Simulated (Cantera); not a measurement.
Cantera run, input and output.

```python
import numpy as np
import cantera as ct

gas = ct.Solution("gri30.yaml")
gas.TPX = 1325, 420000, {'CH2O': 0.018, 'O2': 0.0068, 'N2': 1}
reactor = ct.IdealGasConstPressureReactor(gas, energy="off", clone=False)
net = ct.ReactorNet([reactor])
net.rtol, net.atol = 1e-08, 1e-18
show = ['CH2O', 'O2', 'NO', 'HCO', 'C2H2', 'CH3', 'CH2']
times = np.geomspace(2e-05, 30, 12)

steps = ct.SolutionArray(gas, extra=["t"])
rows = []
print(f"{'t/s':>10s}{'T/K':>9s}{'P/Pa':>11s}" + "".join(f"{s:>11s}" for s in show))
for t in times:
    while net.time < t:
        t_next = net.step()
        steps.append(gas.state, t=t_next)
    rows.append([np.interp(t, steps.t, y) for y in (steps.T, steps.P, *steps(*show).X.T)])
    print(f"{t:10.3e}{rows[-1][0]:9.1f}{rows[-1][1]:11.4g}" + "".join(f"{x:11.3e}" for x in rows[-1][2:]))
rate = np.gradient(steps.T, steps.t)
print("integrator steps:", len(steps.t))
if steps.T.max() > steps.T[0] + 200:
    print(f"time of steepest temperature rise: {steps.t[rate.argmax()]:.4e} s")
gas.TPX = 1325, 420000, {'CH2O': 0.018, 'O2': 0.0068, 'N2': 1}
gas.equilibrate("TP")
print(f"equilibrium (TP): T = {gas.T:.1f} K  " + "  ".join(f"{s} {gas[s].X[0]:.3e}" for s in show))
```

Output:

```
       t/s      T/K       P/Pa       CH2O         O2         NO        HCO       C2H2        CH3        CH2
 2.000e-05   1325.0    4.2e+05  1.753e-02  6.624e-03  1.674e-16  3.452e-07  7.982e-21  1.141e-11  1.182e-12
 7.286e-05   1325.0    4.2e+05  1.525e-02  6.124e-03  2.844e-13  1.138e-05  5.242e-15  7.804e-09  1.056e-09
 2.654e-04   1325.0    4.2e+05  1.053e-08  1.913e-03  9.075e-08  2.592e-07  1.770e-12  9.771e-09  1.415e-10
 9.670e-04   1325.0    4.2e+05  2.486e-09  3.142e-07  6.439e-07  6.523e-08  5.725e-13  9.598e-10  1.005e-11
 3.523e-03   1325.0    4.2e+05  7.336e-10  8.630e-09  6.212e-07  1.469e-08  6.305e-13  6.393e-10  2.389e-12
 1.283e-02   1325.0    4.2e+05  3.520e-10  4.689e-10  5.258e-07  3.743e-09  7.848e-13  3.683e-10  3.861e-13
 4.675e-02   1325.0    4.2e+05  2.558e-10  2.929e-11  3.267e-07  9.943e-10  1.043e-12  1.499e-10  4.236e-14
 1.703e-01   1325.0    4.2e+05  2.312e-10  1.956e-12  1.448e-07  2.766e-10  1.193e-12  4.854e-11  3.850e-15
 6.205e-01   1325.0    4.2e+05  2.249e-10  1.408e-13  5.118e-08  7.944e-11  1.235e-12  1.457e-11  3.413e-16
 2.260e+00   1325.0    4.2e+05  2.235e-10  1.217e-14  1.490e-08  2.535e-11  1.232e-12  4.703e-12  3.750e-17
 8.235e+00   1325.0    4.2e+05  2.237e-10  3.301e-15  2.073e-09  1.465e-11  1.208e-12  2.719e-12  1.324e-17
 3.000e+01   1325.0    4.2e+05  2.245e-10  2.954e-15  8.807e-11  1.412e-11  1.133e-12  2.607e-12  1.228e-17
integrator steps: 2889
equilibrium (TP): T = 1325.0 K  CH2O 2.248e-10  O2 2.912e-15  NO 6.085e-11  HCO 1.410e-11  C2H2 1.571e-15  CH3 1.813e-13  CH2 9.526e-19
```

Computed with Cantera and GRI-Mech 3.0 (53 species, 325 reactions).
